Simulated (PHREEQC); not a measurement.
PHREEQC input (Pitzer model, pitzer.dat):

```
SOLUTION 1
  temp 20
  units mol/kgw
  pH 7 charge
  S(6) 0.0538
  K 0.0176
  Na 0.09
END
USE solution 1
INCREMENTAL_REACTIONS false
REACTION 1
  H2O -1
  0 9.886 18.011 24.689 30.178 34.689 38.397 41.444
  43.949 46.007 47.699 49.089 50.232 51.172 51.944 52.578
  53.1 53.528 53.88 54.17 54.408 54.603 54.764 54.896 moles
EQUILIBRIUM_PHASES 1
  Arcanite 0 0
  Glaserite 0 0
  Mirabilite 0 0
  Misenite 0 0
  Thenardite 0 0
SELECTED_OUTPUT 1
  -reset false
  -pH true
  -pe true
  -ionic_strength true
  -water true
  -activities H2O
  -totals K Na S
  -molalities H+ Na+ K+ SO4-2 OH- HSO4-
  -equilibrium_phases Arcanite Glaserite Mirabilite Misenite Thenardite
PRINT
  -reset false
END
```

Selected output (columns that matter, 18 of 24 rows; water left (kg) added in front):

```
water left (kg)	pH	mu	K	Na	S	m_H+	m_Na+	m_K+	m_SO4-2	m_OH-	la_H2O	Glaserite	Mirabilite
1	7.2682	0.1614	0.0176	0.09	0.0538	7.9911e-08	0.09	0.0176	0.0538	1.7257e-07	-0.0010344	0	0
0.821894	7.282	0.19638	0.021414	0.1095	0.065459	7.9914e-08	0.1095	0.021414	0.065458	1.8167e-07	-0.0012425	0	0
0.555203	7.3095	0.2907	0.0317	0.1621	0.096901	8.0325e-08	0.1621	0.0317	0.096901	2.0158e-07	-0.0017897	0	0
0.456313	7.3231	0.3537	0.03857	0.19723	0.1179	8.0749e-08	0.19723	0.03857	0.1179	2.1235e-07	-0.002146	0	0
0.375043	7.3365	0.43035	0.046928	0.23997	0.14345	8.1321e-08	0.23997	0.046928	0.14345	2.2358e-07	-0.0025715	0	0
0.253345	7.3625	0.63708	0.069471	0.35525	0.21236	8.2868e-08	0.35525	0.069471	0.21236	2.4717e-07	-0.003683	0	0
0.208215	7.3748	0.77516	0.084528	0.43225	0.25839	8.3784e-08	0.43225	0.084528	0.25839	2.593e-07	-0.0044013	0	0
0.171138	7.3867	0.9431	0.10284	0.52589	0.31437	8.4719e-08	0.52589	0.10284	0.31437	2.7145e-07	-0.0052535	0	0
0.115613	7.4089	1.396	0.15223	0.77846	0.46535	8.6187e-08	0.77846	0.15223	0.46535	2.9501e-07	-0.0074603	0	0
0.0950203	7.4192	1.6986	0.18522	0.94717	0.56619	8.6349e-08	0.94717	0.18522	0.56619	3.0591e-07	-0.0088784	0	0
0.0641769	7.4385	2.5149	0.27424	1.4024	0.83831	8.3976e-08	1.4024	0.27424	0.83831	3.2432e-07	-0.01257	0	0
0.0527548	7.4477	3.0594	0.33362	1.706	1.0198	8.0535e-08	1.706	0.33362	1.0198	3.3112e-07	-0.014976	0	0
0.0433504	7.4571	3.7231	0.40599	2.0761	1.241	7.4855e-08	2.0761	0.40599	1.241	3.3593e-07	-0.017901	0	0
0.0292979	7.4787	5.5089	0.60073	3.0719	1.8363	5.5159e-08	3.0719	0.60073	1.8363	3.3961e-07	-0.026001	0	0
0.0224789	7.4935	5.999	0.78295	3.2164	1.9997	4.6791e-08	3.2164	0.78295	1.9997	3.4252e-07	-0.028235	0	0.0088496
0.0167641	7.5159	6.6266	1.0499	3.3678	2.2089	3.6229e-08	3.3678	1.0499	2.2089	3.488e-07	-0.031152	0	0.016771
0.00797305	7.5226	6.8031	1.1251	3.4103	2.2677	3.3493e-08	3.4103	1.1251	2.2677	3.5103e-07	-0.031991	0.0028766	0.029966
0.00470002	7.5226	6.8031	1.1251	3.4103	2.2677	3.3493e-08	3.4103	1.1251	2.2677	3.5103e-07	-0.031991	0.0041041	0.034934
```
